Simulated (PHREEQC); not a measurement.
Make-up at 25 °C: 19 mmol/kgw HF and 0.046 mmol/kgw (NH4)2SiF6. Closed to the air; pH follows from the charge balance.

All values are PHREEQC results (ion-association model, wateq4f.dat), not measurements.

The pH is 2.50 and the ionic strength comes out as 0.00352 mol/kgw. The total alkalinity is -19.2 meq/kg.

```csv
species,molality,activity,log γ
HF,0.0144,0.0144,0.000
H+,0.00338,0.00319,-0.026
F-,0.00321,0.00300,-0.028
H2F2,0.000538,0.000538,0.000
HF2-,0.000177,0.000166,-0.028
NH4+,9.20e-5,8.62e-5,-0.028
SiF6-2,4.60e-5,3.57e-5,-0.110
```

No solid was allowed to form. wateq4f.dat counts part of the HF as a dimer, H2F2, which phreeqc.dat doesn't know; its constant is uncertain. SiF6-2 is the database's only silicon fluoride.
